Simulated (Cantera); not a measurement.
Charge: 1 mol SiC, a varied amount of O2, 13 mol H2, held at 1225 °C and 0.100 bar.

Method: chemical equilibrium by Gibbs-energy minimisation in Cantera with the NASA 1993 tables (ideal gas, pure condensed phases). Candidate condensed phases: C, C6H6, C7H8, C8H18, H2O, Si, SiC, SiO2; 123 gas species. Mutual solubility and eutectic melting of coexisting phases are not modelled. The tables hold silica as quartz up to 1696 K and as liquid above; real silica turns to tridymite and cristobalite and melts near 1996 K. Kinetics and transport are ignored.

Task: Which condensed phases are stable at each of these points (n(O2) (mol)): 0.0069, 0.035, 0.062, 0.09, 0.12, 0.15, 0.17, 0.2?

Result: 
```
n(O2) (mol)         condensed phases  Si condensed (%)
-----------  -----------------------  ----------------
0.0069                        SiC(s)              99.3
0.035        SiC(s) + SiO2(β-quartz)              97.5
0.062        SiC(s) + SiO2(β-quartz)              97.8
0.09         SiC(s) + SiO2(β-quartz)              98.0
0.12         SiC(s) + SiO2(β-quartz)              98.2
0.15         SiC(s) + SiO2(β-quartz)              98.3
0.17         SiC(s) + SiO2(β-quartz)              98.4
0.2          SiC(s) + SiO2(β-quartz)              98.5
```

At 0.0069 mol O2 the condensed part is SiC(s). From 0.035 mol O2 to 0.2 mol O2 the condensed part is SiC(s) + SiO2(β-quartz).
